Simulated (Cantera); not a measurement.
A closed system holds: 1 mol Fe2O3, 7.3 mol CO.

Cantera equilibrium calculation (NASA polynomials, part measured and part estimated; ideal gas, pure solids and liquids). Candidate condensed phases: C, Fe, Fe(CO)5, FeO, Fe2O3, Fe3O4; 15 gas species. Mutual solubility and eutectic melting of coexisting phases are not modelled. The tables' stoichiometric FeO is somewhat more stable than real wüstite, so its field is too wide. FeO: taken at fixed stoichiometry. Condensed phases not in the tables: cementite and carbon dissolved in iron. Kinetics and transport are ignored.

Stable condensed phases, one row left out:

```
T in °C \ P in Pa
              10      36     130     460    1700    6000   22000   77000  280000 1000000
   1702        A       B       B       B       B       B       B       B       B       B
   1602        B       B       B       B       B       B       B       B       B       B
   1502        B       B       B       B       B       B       B       B       B       B
   1402        B       B       B       B       B       B       B       B       B       B
   1302        B       B       B       B       B       B       B       B       B       B
   1202        C       C       C       C       C       C       C       C       C       C
   1102        C       C       C       C       C       C       C       C       C       C
   1002        C       C       C       C       C       C       C       C       C       C
    902        C       C       C       C       C       C       C       C       C       D
    702        C       C       C       C       C       C       C       D       D       D
```

A: gas only; B: FeO; C: Fe + FeO; D: C + FeO.

Give the row for 802 °C.

10: Fe + FeO; 36: Fe + FeO; 130: Fe + FeO; 460: Fe + FeO; 1700: Fe + FeO; 6000: Fe + FeO; 22000: Fe + FeO; 77000: Fe + FeO; 280000: C + FeO; 1000000: C + FeO.
